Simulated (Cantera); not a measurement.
Charge: 1 mol SiCl₄, 3.3 mol NH₃, 1.3 mol N₂, held at 0.00250 bar.

Cantera equilibrium calculation (NASA polynomials, part measured and part estimated; ideal gas, pure solids and liquids). Candidate condensed phases: NH₄Cl, Si, Si₃N₄; 28 gas species. The numbers say what is thermodynamically allowed, not how fast it happens.

Problem. Which condensed phases are stable at each of these points (T (K)): 1175, 1225, 1275, 1325, 1375, 1425, 1475, 1525, 1575, 1625, 1675, 1725?

Solution. 
| T (K) | condensed phases | Si condensed (%) |
|---|---|---|
| 1175 | Si₃N₄(s) | 88.5 |
| 1225 | Si₃N₄(s) | 87.6 |
| 1275 | Si₃N₄(s) | 84.7 |
| 1325 | Si₃N₄(s) | 78.1 |
| 1375 | Si₃N₄(s) | 66.5 |
| 1425 | Si₃N₄(s) | 49.8 |
| 1475 | Si₃N₄(s) | 30.0 |
| 1525 | Si₃N₄(s) | 9.6 |
| 1575 | gas only | 0.0 |
| 1625 | gas only | 0.0 |
| 1675 | gas only | 0.0 |
| 1725 | gas only | 0.0 |

From 1175 K to 1525 K the condensed part is Si₃N₄(s). From 1575 K to 1725 K nothing is condensed.
